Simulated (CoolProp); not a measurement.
Vapour-liquid equilibrium of n-pentane (1) + benzene (2) at 342.3 K; x and y are mole fractions of (1).

Values from CoolProp's multi-fluid Helmholtz-energy mixture model, Thol 2019 and Thol 2012; pair parameters Bell 2016.

| x | bubble pressure (MPa) | y at the bubble point | dew pressure at overall composition x (MPa) | liquid density (mol/L) |
|---|---|---|---|---|
| 0.05 | 0.09019 | 0.240 | 0.07473 | 10.41 |
| 0.15 | 0.1212 | 0.481 | 0.08216 | 10.11 |
| 0.25 | 0.1463 | 0.608 | 0.09116 | 9.817 |
| 0.35 | 0.1674 | 0.690 | 0.1022 | 9.536 |
| 0.45 | 0.1861 | 0.751 | 0.1161 | 9.266 |
| 0.55 | 0.2033 | 0.802 | 0.1339 | 9.006 |
| 0.65 | 0.2197 | 0.848 | 0.1567 | 8.757 |
| 0.75 | 0.2359 | 0.892 | 0.1856 | 8.518 |
| 0.85 | 0.2522 | 0.934 | 0.2204 | 8.288 |
| 0.95 | 0.2687 | 0.978 | 0.2581 | 8.068 |

No azeotrope shows between x = 0.05 and 0.95.

Pair parameters are fitted to limited data, so mixtures are less certain than the pure fluids.
